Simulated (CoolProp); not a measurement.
Vapour-liquid equilibrium of isobutane (1) + acetone (2) at 2.52 bar; x and y are mole fractions of (1).

The numbers come from the multi-fluid Helmholtz-energy mixture model, Bücker 2006 and Lemmon 2006; pair parameters Bell 2016 in CoolProp.

| x | bubble temperature, mixture model (K) | bubble temperature, Raoult's law (K) | y, mixture model | y, Raoult's law |
|---|---|---|---|---|
| 0.05 | 335.4 | 350.4 | 0.509 | 0.252 |
| 0.2 | 302.6 | 331.1 | 0.863 | 0.657 |
| 0.35 | 294.6 | 317.6 | 0.909 | 0.827 |
| 0.5 | 292.6 | 307.6 | 0.920 | 0.910 |
| 0.65 | 291.6 | 300.0 | 0.926 | 0.954 |
| 0.8 | 290.2 | 293.8 | 0.940 | 0.980 |
| 0.95 | 288.1 | 288.8 | 0.977 | 0.996 |

The largest gap from Raoult's law is -28.5 K in bubble temperature, at x = 0.2. No azeotrope shows between x = 0.05 and 0.95.

The pair parameters rest on a limited set of measurements; away from them the model extrapolates. With so large a gap from Raoult's law the liquid may split in two, which this calculation doesn't test in full.
